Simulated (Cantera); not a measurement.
Cantera run, input and output.

```python
import numpy as np
import cantera as ct

gas = ct.Solution("h2o2.yaml")
gas.TPX = 1248, 1600, {'H2': 0.12, 'O2': 1}
reactor = ct.IdealGasConstPressureReactor(gas, energy="off", clone=False)
net = ct.ReactorNet([reactor])
net.rtol, net.atol = 1e-08, 1e-18
show = ['H2', 'O2', 'HO2', 'OH', 'H2O2', 'H2O', 'H']
times = np.geomspace(1e-05, 7, 10)

steps = ct.SolutionArray(gas, extra=["t"])
rows = []
print(f"{'t/s':>10s}{'T/K':>9s}{'P/Pa':>11s}" + "".join(f"{s:>11s}" for s in show))
for t in times:
    while net.time < t:
        t_next = net.step()
        steps.append(gas.state, t=t_next)
    rows.append([np.interp(t, steps.t, y) for y in (steps.T, steps.P, *steps(*show).X.T)])
    print(f"{t:10.3e}{rows[-1][0]:9.1f}{rows[-1][1]:11.4g}" + "".join(f"{x:11.3e}" for x in rows[-1][2:]))
rate = np.gradient(steps.T, steps.t)
print("integrator steps:", len(steps.t))
if steps.T.max() > steps.T[0] + 200:
    print(f"time of steepest temperature rise: {steps.t[rate.argmax()]:.4e} s")
gas.TPX = 1248, 1600, {'H2': 0.12, 'O2': 1}
gas.equilibrate("TP")
print(f"equilibrium (TP): T = {gas.T:.1f} K  " + "  ".join(f"{s} {gas[s].X[0]:.3e}" for s in show))
```

Output:

```
       t/s      T/K       P/Pa         H2         O2        HO2         OH       H2O2        H2O          H
 1.000e-05   1248.0       1600  1.071e-01  8.929e-01  2.524e-09  3.315e-10  1.972e-13  4.918e-11  2.220e-09
 4.461e-05   1248.0       1600  1.071e-01  8.929e-01  1.127e-08  4.349e-09  3.912e-12  3.071e-09  8.916e-09
 1.990e-04   1248.0       1600  1.071e-01  8.929e-01  5.070e-08  1.057e-07  7.744e-11  2.435e-07  1.378e-07
 8.879e-04   1248.0       1600  9.339e-02  8.837e-01  3.745e-06  3.274e-03  5.765e-08  9.832e-03  4.564e-03
 3.961e-03   1248.0       1600  2.895e-03  8.281e-01  6.301e-06  6.973e-03  1.977e-07  9.167e-02  2.046e-02
 1.767e-02   1248.0       1600  1.425e-03  8.605e-01  5.738e-06  4.963e-03  2.138e-07  1.041e-01  6.345e-03
 7.884e-02   1248.0       1600  1.696e-04  8.834e-01  2.463e-06  1.726e-03  1.295e-07  1.118e-01  2.460e-04
 3.517e-01   1248.0       1600  1.069e-05  8.864e-01  3.503e-07  4.369e-04  3.462e-08  1.130e-01  3.930e-06
 1.569e+00   1248.0       1600  1.025e-06  8.867e-01  4.832e-08  1.363e-04  7.565e-09  1.131e-01  1.189e-07
 7.000e+00   1248.0       1600  1.517e-07  8.868e-01  1.828e-08  5.266e-05  1.694e-09  1.132e-01  6.858e-09
integrator steps: 1831
equilibrium (TP): T = 1248.0 K  H2 3.175e-08  O2 8.868e-01  HO2 2.498e-08  OH 2.411e-05  H2O2 4.886e-10  H2O 1.132e-01  H 6.623e-10
```

Model: the H2/O2 subset of GRI-Mech 3.0, which has no nitrogen chemistry, integrated in Cantera. Radical loss at walls, strong at low pressure, is not modelled. The temperature is held fixed by assumption; the heat of reaction is taken as removed at once.
